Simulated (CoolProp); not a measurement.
Saturation properties of dodecamethylpentasiloxane (MD3M).

The numbers come from the reference Helmholtz-energy equation of state, Thol 2019 in CoolProp.

```tsv
T (°C)	p (bar)	liquid density (kg/m³)	liquid cp (kJ/(kg K))	vapour Z	surface tension (mN/m)
177.95	0.2559	715.5	2.044	0.9597	8.12
194.15	0.4104	697.2	2.079	0.9434	7.20
210.35	0.6318	678.2	2.114	0.9229	6.31
226.55	0.9381	658.2	2.151	0.8979	5.44
242.65	1.347	637.3	2.190	0.8679	4.60
258.85	1.887	614.7	2.232	0.8319	3.78
275.05	2.582	590.1	2.279	0.7891	3.00
291.25	3.463	562.8	2.336	0.7382	2.26
307.35	4.555	531.4	2.411	0.6773	1.57
```

It boils at 229.9 °C under 1 atm.

Surface tension comes from a separate correlation (Mulero 2014), older than this fluid's equation and unchecked against measurements.
